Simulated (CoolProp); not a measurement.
Values from CoolProp's reference Helmholtz-energy equation of state, Thol 2015.

**Question.** For 1,2-dichloroethane, give the phase and the Joule-Thomson coefficient (K/MPa) at 343.6 K and 0.0314 MPa.

**Answer.** 
- 343.6 K and 0.0314 MPa: gas; Joule-Thomson coefficient 34.0
